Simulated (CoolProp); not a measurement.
Dry air at 268.85 K and 0.426 MPa flows at 0.19 m/s in a round tube of 10 mm bore and 1.5 µm roughness, fully developed (64/Re and Nu = 3.66 if laminar; Colebrook and Gnielinski if turbulent). Each further row changes one setting.

Values from CoolProp's reference Helmholtz-energy equation of state, Lemmon 2000. It is a pseudo-pure fit of the blend.

| case | Reynolds number | Darcy friction factor | pressure drop (Pa/m) | heat-transfer coefficient (W/(m² K)) | mass flow (kg/h) |
|---|---|---|---|---|---|
| as stated | (withheld) | 0.104 | (withheld) | 8.84 | 0.297 |
| velocity 0.38 m/s | 1230 | 0.0519 | 2.07 | 8.84 | 0.595 |
| diameter 20 mm | 1230 | 0.0519 | (withheld) | 4.42 | 1.19 |

Question: Fill in the missing entries.

Answer: 
- as stated, Reynolds number: 617
- as stated, pressure drop (Pa/m): 1.04
- diameter 20 mm, pressure drop (Pa/m): 0.259

Viscosity comes from a separate model (Lemmon 2004). Thermal conductivity comes from a separate model (Lemmon 2004).
